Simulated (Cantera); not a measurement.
What does this Cantera script print?

```python
import numpy as np
import cantera as ct

gas_names = """
    CL CL2 N N2 Si SiCL SiCL2 SiCL3 SiCL4 SiN Si2 Si2N Si3
""".split()
cond_names = """
    Si(cr) Si(L) Si3N4(a)
""".split()


# ... load() reads the species with a 1 bar reference pressure and builds the phases ...
atoms = {
    'Si2Cl6': {'Si': 2, 'CL': 6},
    'N2': {'N': 2},
}
top_T = {'Si3N4(a)': 2400}  # K; cautious upper limits of use, not melting points


# ... equilibrate(T, P, feed) seeds the gas with the atoms and calls Mixture.equilibrate('TP', solver="vcs", rtol=1e-11, max_steps=5000) ...
results = []
feed = {'Si2Cl6': 1, 'N2': 280}  # mol
T = 1575  # K
P = 380  # Pa
mix = equilibrate(T, P, feed)
results.append((T, P, feed, dict(zip(mix.species_names, mix.species_moles))))
print(gas.report(threshold=1e-06))
for i in range(1, mix.n_phases):
    print(f"{mix.phase(i).name:16s} {mix.phase_moles(i):12.5e} mol")
```

Result:

```
       temperature   1575 K
          pressure   380 Pa
           density   0.00083296 kg/m^3
  mean mol. weight   28.705 kg/kmol
   phase of matter   gas

                          1 kg             1 kmol
                     ---------------   ---------------
          enthalpy        1.3671e+06        3.9244e+07  J
   internal energy        9.1094e+05        2.6148e+07  J
           entropy             10158        2.9159e+05  J/K
    Gibbs function       -1.4632e+07       -4.2001e+08  J
 heat capacity c_p              1228             35251  J/K
 heat capacity c_v            938.39             26936  J/K

                      mass frac. Y      mole frac. X     chem. pot. / RT
                     ---------------   ---------------   ---------------
                CL         0.0027458         0.0022234            -24.59
               CL2        5.1928e-06        2.1024e-06            -49.18
                N2           0.96686            0.9907           -31.746
             SiCL2          0.013352         0.0038719           -63.509
             SiCL3         0.0073055         0.0015599           -88.099
             SiCL4          0.009733         0.0016445           -112.69
     [   +7 minor]        2.2627e-07        1.0281e-07

Si(cr)            0.00000e+00 mol
Si3N4(a)          0.00000e+00 mol
```

Method: chemical equilibrium by Gibbs-energy minimisation in Cantera with the NASA 1993 tables (ideal gas, pure condensed phases). The feed counts by its element totals alone. The tables' values for SiCl3 are old estimates; treat these amounts as uncertain.
